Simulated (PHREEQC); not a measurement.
Synthetic water in mmol/kgw, 20 °C, pH 6.49, pe 9.9:

```csv
constituent,mmol/kgw
Na,152
K,42.8
Ca,6.48
Mg,51
Cl,294
S(6),8.56
Alkalinity (meq/kgw),3.16
N(5),7.68
Cd,0.237
```

Valence states are taken as typed.

Computed with PHREEQC (ion-association model, wateq4f.dat).

No solid was allowed to form.

Question: Order these Mg species by the share of Mg that they hold, largest first: MgSO4, Mg+2, MgHCO3+.

Answer: Mg+2 (94 %), MgSO4 (5.6 %), MgHCO3+ (0.89 %)

Question: Order these S species by the share of S that they hold, largest first: NaSO4-, CaSO4, MgSO4, SO4-2, KSO4-.

Answer: SO4-2 (51 %), MgSO4 (33 %), NaSO4- (8.9 %), CaSO4 (3.6 %), KSO4- (3.1 %)

The pH is 6.49 and the ionic strength 0.366 mol/kgw. Examples of supersaturated solids here: Otavite. Others may be too. Species that the database lacks are ignored.
